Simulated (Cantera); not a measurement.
**Ignition delay**

Mixture: CH4 : O2 : N2 : H2 = 1 : 1.11 : 4.18 : 0.57 (molar parts), at 7500 Torr, adiabatic and at constant volume. Ignition delay is the time to a rise of 400 K.

Model: GRI-Mech 3.0 (53 species, 325 reactions), integrated in Cantera.

| T0 (K) | delay (ms) |
|---|---|
| 1200 | 0.334 |
| 1275 | 0.183 |
| 1350 | 0.110 |
| 1425 | 0.0679 |
| 1500 | 0.0425 |
| 1575 | 0.0268 |

```json
{
  "apparent activation energy between 1425 and 1575 K": "120 kJ/mol"
}
```
